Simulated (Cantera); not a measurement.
Feed: 1 mol CH₃F, 0.43 mol H₂, equilibrated at 1875 K and 11000 Pa.

Equilibrium computed with Cantera from the NASA thermochemical tables; the gas is ideal and each condensed phase is pure. Candidate condensed phases: C, C₆H₆, C₇H₈, C₈H₁₈; 95 gas species. Rates play no part.

What is the equilibrium state?


| Property | Result |
|---|---|
| x(H₂) | 0.587 |
| x(HF) | 0.411 |
| x(H) | 0.00151 |
| x(C₂H₂ (acetylene)) | 0.000186 |
| x(CH₄) | 2.30e-5 |
| x(CH₃) | 1.19e-6 |
| n(C(graphite)) | 0.999 mol |
| gas amount | 2.432 mol |
